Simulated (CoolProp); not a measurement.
Vapour-liquid equilibrium of propane (1) + neopentane (2) at 65.65 °C; x and y are mole fractions of (1).

Model: multi-fluid Helmholtz-energy mixture model, Lemmon 2009 and Lemmon 2006; pair parameters Bell 2016, in CoolProp.

| x | bubble pressure (MPa) | y at the bubble point | dew pressure at overall composition x (MPa) | liquid density (mol/L) |
|---|---|---|---|---|
| 0.05 | 0.5732 | 0.111 | 0.5482 | 7.539 |
| 0.15 | 0.6641 | 0.295 | 0.5905 | 7.784 |
| 0.25 | 0.7651 | 0.447 | 0.6395 | 8.039 |
| 0.35 | 0.8834 | 0.576 | 0.6975 | 8.301 |
| 0.45 | 1.026 | 0.687 | 0.7678 | 8.566 |
| 0.55 | 1.198 | 0.780 | 0.8560 | 8.827 |
| 0.65 | 1.404 | 0.854 | 0.9719 | 9.074 |
| 0.75 | 1.646 | 0.912 | 1.135 | 9.289 |
| 0.85 | 1.919 | 0.955 | 1.389 | 9.443 |
| 0.95 | 2.217 | 0.987 | 1.880 | 9.475 |

No azeotrope shows between x = 0.05 and 0.95.

The pair parameters rest on a limited set of measurements; away from them the model extrapolates.
